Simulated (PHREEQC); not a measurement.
1 kg of water holding 0.24 mol NaOH and 0.016 mol K2CO3 meets 20 L of dry gas (H2S 1 by moles) at fixed total pressure, at 60 °C; fugacities by Peng-Robinson. The gases take part in no redox reaction, some water evaporates into the gas, and hydrates or a liquid gas phase aren't modelled. No solid was allowed to form.

Equilibrium calculation in PHREEQC: ion-association model, phreeqc.dat.

**Question.** Predict dissolved H2S (mol/kgw) at P (atm) = 3, 5.

**Answer.** 
```json
[
 {"P (atm)": "3", "dissolved H2S (mol/kgw)": "0.383"},
 {"P (atm)": "5", "dissolved H2S (mol/kgw)": "0.470"}
]
```

Species that the database lacks are ignored. Away from 25 °C the constants follow the database's enthalpies or fits; those with neither stay at their 25 °C values.
